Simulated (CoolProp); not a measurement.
Saturation properties of chlorine (Tc = 416.9 K, pc = 7642 kPa, ω = 0.070).

Computed with CoolProp (reference Helmholtz-energy equation of state, Thol 2021).

| T (K) | p (kPa) | liquid density (kg/m³) | vapour density (kg/m³) | enthalpy of vaporisation (kJ/kg) | liquid cp (kJ/(kg K)) |
|---|---|---|---|---|---|
| 187.6 | 5.065 | 1703 | 0.2309 | 314.4 | 0.9425 |
| 192.6 | 7.339 | 1690 | 0.3262 | 311.8 | 0.9411 |
| 197.5 | 10.34 | 1677 | 0.4486 | 309.3 | 0.9399 |
| 202.5 | 14.39 | 1663 | 0.6096 | 306.7 | 0.9389 |
| 207.5 | 19.66 | 1650 | 0.8144 | 304.1 | 0.9382 |
| 212.4 | 26.27 | 1637 | 1.065 | 301.6 | 0.9378 |
| 217.4 | 34.78 | 1623 | 1.381 | 298.9 | 0.9376 |
| 222.4 | 45.39 | 1609 | 1.767 | 296.2 | 0.9378 |
| 227.3 | 58.17 | 1596 | 2.222 | 293.6 | 0.9382 |
| 232.3 | 74.02 | 1583 | 2.776 | 290.8 | 0.9390 |
| 237.3 | 93.13 | 1569 | 3.433 | 288.0 | 0.9402 |
| 242.2 | 115.4 | 1555 | 4.186 | 285.2 | 0.9417 |
| 247.2 | 142.3 | 1541 | 5.081 | 282.3 | 0.9437 |
| 252.2 | 173.8 | 1528 | 6.115 | 279.4 | 0.9461 |

It boils at 239.2 K under 1 atm.
